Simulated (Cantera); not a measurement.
An adiabatic, constant-volume homogeneous reactor starts with 7.96 % CH3OH, 8.51 % O2, 83.5 % N2, at 1498 K and 760 Torr.

Cantera simulation using GRI-Mech 3.0 (53 species, 325 reactions); the numbers are that mechanism's predictions, not measurements. GRI-Mech 3.0 was tuned for natural gas; its chemistry of methanol as a main component is partial and can be far from experiment.

Task: Predict: time of steepest temperature rise; temperature at 0.900 s; equilibrium temperature; x(O2) at 0.900 s; x(H2) at 0.900 s; x(NO) at 0.900 s; x(N2O) at 0.900 s.

Result: 
```json
{
  "time_of_steepest_temperature_rise": "0.265 ms",
  "temperature at 0.900 s": "2528 K",
  "equilibrium_temperature": "2528 K",
  "x(O2) at 0.900 s": "0.000594 (gas-phase equilibrium 0.000594)",
  "x(H2) at 0.900 s": "0.0246 (gas-phase equilibrium 0.0246)",
  "x(NO) at 0.900 s": "0.00128 (gas-phase equilibrium 0.00128)",
  "x(N2O) at 0.900 s": "9.53e-8 (gas-phase equilibrium 9.53e-8)"
}
```
